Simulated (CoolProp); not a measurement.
Vapour pressure (MPa) of R114: the reference equation beside estimates from Tc = 147.5 °C, pc = 3.352 MPa, ω = 0.252. Clausius-Clapeyron is anchored at 97.05 °C with a constant enthalpy of vaporisation of 15.44 kJ/mol.

Values from CoolProp's reference Helmholtz-energy equation of state, Platzer 1990. This equation is an older, rougher fit; its heat capacities, sound speeds and derivatives of the liquid may be far off and weren't checked against measurements.

```
T (°C)  reference  Lee-Kesler  Clausius-Clapeyron  van der Waals  Redlich-Kwong  Soave-Redlich-Kwong  Peng-Robinson
------  ---------  ----------  ------------------  -------------  -------------  -------------------  -------------
49.05      0.4356      0.4340              0.6334          1.048         0.6006               0.4348         0.4301
61.05      0.5951      0.5940              0.7791          1.245         0.7853               0.5965         0.5891
73.05      0.7946      0.7937              0.9447          1.464          1.006               0.7994         0.7889
85.05       1.040       1.039               1.131          1.706          1.266                1.049          1.036
97.05       1.338       1.336               1.338          1.971          1.567                1.352          1.336
109.15      1.698       1.696               1.568          2.262          1.917                1.718          1.700
121.15      2.124       2.121               1.818          2.576          2.311                2.147          2.130
133.15      2.628       2.626               2.089          2.915          2.755                2.649          2.637
```

Absolute difference from the reference over all 8 rows, mean and median: Lee-Kesler 0.2 and 0.1 %, Clausius-Clapeyron 18.3 and 16.6 %, van der Waals 63.9 and 55.7 %, Redlich-Kwong 20.2 and 19.4 %, Soave-Redlich-Kwong 0.7 and 0.8 %, Peng-Robinson 0.5 and 0.4 %.
